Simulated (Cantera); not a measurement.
Feed: 1 mol HMDSO, 1.4 mol N2O, a varied amount of N2, equilibrated at 1925 K and 33.0 Pa.

Equilibrium computed with Cantera from the NASA thermochemical tables; the gas is ideal and each condensed phase is pure. Candidate condensed phases: C, C6H6, C7H8, C8H18, H2O, Si, SiC, SiO2, Si2N2O, Si3N4; 151 gas species. The feed counts by its element totals alone. Equilibrium is a limit: real reactors are often held back by kinetics, nucleation or transport.

### Question
What share of the Si ends up in condensed phases as a function of n(N2) (mol), at 10, 22, 33, 44, 56, 67, 78, 90, 100, 110, 120?

### Answer
```tsv
n(N2) (mol)	Si condensed (%)	as
10	96.3	SiC(s)
22	94.9	SiC(s)
33	93.6	SiC(s)
44	92.3	SiC(s)
56	90.9	SiC(s)
67	89.6	SiC(s)
78	88.3	SiC(s)
90	86.9	SiC(s)
100	85.8	SiC(s)
110	84.6	SiC(s)
120	83.4	SiC(s)
```
